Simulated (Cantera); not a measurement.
What does this Cantera script print?

```python
import numpy as np
import cantera as ct

gas = ct.Solution("gri30.yaml")
gas.TPX = 1375, 6900, {'N2O': 1}
inlet = ct.Reservoir(gas, clone=True)

reactor = ct.IdealGasConstPressureReactor(gas, energy="off", clone=False)
exhaust = ct.Reservoir(gas, clone=True)
tau = [1.3, 0.48, 0.17, 0.062, 0.022, 0.0081, 0.0029][0]
for a, b in ((inlet, reactor), (reactor, exhaust)):
    ct.MassFlowController(a, b, mdot=lambda t: reactor.mass / tau)
net = ct.ReactorNet([reactor])
show = ['N2O', 'NO2', 'O', 'NO', 'N2']

rows = []
print(f"{'tau/s':>10s}{'T/K':>9s}" + "".join(f"{s:>11s}" for s in show))
for tau in [1.3, 0.48, 0.17, 0.062, 0.022, 0.0081, 0.0029]:
    net.initial_time = 0.0
    net.advance(30 * tau)
    before = gas.X
    net.advance(40 * tau)
    drift = np.max(np.abs(gas.X - before) / (gas.X + 1e-9))
    rows.append([gas.T, *gas[show].X, drift])
    print(f"{tau:10.3e}{gas.T:9.1f}" + "".join(f"{x:11.3e}" for x in gas[show].X))
```

Result:

```
     tau/s      T/K        N2O        NO2          O         NO         N2
 1.300e+00   1375.0  4.054e-01  4.637e-05  1.873e-05  7.221e-02  3.603e-01
 4.800e-01   1375.0  6.469e-01  2.540e-05  1.902e-05  4.322e-02  2.138e-01
 1.700e-01   1375.0  8.376e-01  1.038e-05  1.913e-05  1.994e-02  9.828e-02
 6.200e-02   1375.0  9.339e-01  3.479e-06  1.917e-05  8.122e-03  3.999e-02
 2.200e-02   1375.0  9.755e-01  8.822e-07  1.915e-05  3.009e-03  1.482e-02
 8.100e-03   1375.0  9.909e-01  1.796e-07  1.908e-05  1.121e-03  5.532e-03
 2.900e-03   1375.0  9.967e-01  2.778e-08  1.887e-05  3.994e-04  1.983e-03
```

Model: GRI-Mech 3.0 (53 species, 325 reactions), integrated in Cantera. GRI-Mech 3.0 was tuned for natural gas; its chemistry of N2O as a main component is partial and can be far from experiment. The mechanism lacks the step 2 NO + O2 → 2 NO2, which can matter for NO2 below about 1400 K. The temperature is held fixed by assumption; the heat of reaction is taken as removed at once.
